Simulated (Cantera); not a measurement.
An adiabatic, constant-volume homogeneous reactor starts with CO : H2 : CH4 : O2 : N2 = 1 : 0.17 : 0.54 : 4.76 : 17.9 (molar parts), equivalence ratio 0.35, at 1798 K and 4.93 atm. Integrator tolerance rtol = 1e-08.

Model: GRI-Mech 3.0 (53 species, 325 reactions), integrated in Cantera.

Q: What does this change do: initial temperature 1798 to 1548 K?

A: 
| quantity | before | after |
|---|---|---|
| time of steepest temperature rise | 13.2 µs | 46.4 µs |
| temperature at 2.00 s | 2641 K | 2479 K |
| equilibrium temperature | 2641 K | 2479 K |
| x(CO) at 2.00 s | 0.00484 (gas-phase equilibrium 0.00484) | 0.00213 (gas-phase equilibrium 0.00213) |
| x(H2) at 2.00 s | 0.000587 (gas-phase equilibrium 0.000587) | 0.000276 (gas-phase equilibrium 0.000276) |
| x(CH4) at 2.00 s | <1e-12 (gas-phase equilibrium <1e-12) | <1e-12 (gas-phase equilibrium <1e-12) |
| x(C2H) at 2.00 s | <1e-12 (gas-phase equilibrium <1e-12) | <1e-12 (gas-phase equilibrium <1e-12) |
| x(H) at 2.00 s | 0.000411 (gas-phase equilibrium 0.000411) | 0.000137 (gas-phase equilibrium 0.000137) |
